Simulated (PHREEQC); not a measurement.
Make-up at 25 °C: 2.4 mmol/kgw H2SO4 and 0.049 mmol/kgw NaCl. Closed to the air; pH follows from the charge balance.

Computed with PHREEQC (ion-association model, wateq4f.dat).

Q: The ionic strength comes out as 0.00614 mol/kgw. What activity coefficients do H+, Cl-, SO4-2, HSO4-, Na+ get?

A: H+ 0.93, Cl- 0.92, SO4-2 0.72, HSO4- 0.92, Na+ 0.92.

Precipitation was switched off in this run. Species that the database lacks are ignored.
